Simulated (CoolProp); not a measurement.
Vapour pressure (MPa) of sulfur dioxide: the reference equation beside estimates from Tc = 430.6 K, pc = 7.887 MPa, ω = 0.256. Clausius-Clapeyron is anchored at 353.9 K with a constant enthalpy of vaporisation of 18.47 kJ/mol.

Model: reference Helmholtz-energy equation of state, Gao 2016, in CoolProp.

| T (K) | reference | Lee-Kesler | Clausius-Clapeyron | van der Waals | Redlich-Kwong | Soave-Redlich-Kwong | Peng-Robinson |
|---|---|---|---|---|---|---|---|
| 306.3 | 0.5108 | 0.5114 | 0.6901 | 1.714 | 0.7880 | 0.5111 | 0.5085 |
| 318.2 | 0.7312 | 0.7334 | 0.9051 | 2.072 | 1.071 | 0.7334 | 0.7272 |
| 330.1 | 1.017 | 1.021 | 1.164 | 2.474 | 1.420 | 1.023 | 1.012 |
| 342 | 1.379 | 1.385 | 1.471 | 2.923 | 1.841 | 1.390 | 1.373 |
| 353.9 | 1.831 | 1.836 | 1.831 | 3.420 | 2.341 | 1.849 | 1.825 |
| 365.8 | 2.383 | 2.388 | 2.245 | 3.967 | 2.927 | 2.411 | 2.380 |
| 377.7 | 3.050 | 3.053 | 2.719 | 4.566 | 3.605 | 3.090 | 3.052 |
| 389.6 | 3.847 | 3.848 | 3.254 | 5.217 | 4.381 | 3.899 | 3.857 |
| 401.5 | 4.790 | 4.791 | 3.853 | 5.923 | 5.261 | 4.852 | 4.811 |
| 413.4 | 5.902 | 5.906 | 4.518 | 6.684 | 6.250 | 5.964 | 5.931 |

Absolute difference from the reference over all 10 rows, mean and median: Lee-Kesler 0.2 and 0.2 %, Clausius-Clapeyron 15.5 and 14.9 %, van der Waals 95.0 and 76.6 %, Redlich-Kwong 27.2 and 25.3 %, Soave-Redlich-Kwong 0.9 and 1.0 %, Peng-Robinson 0.4 and 0.4 %.
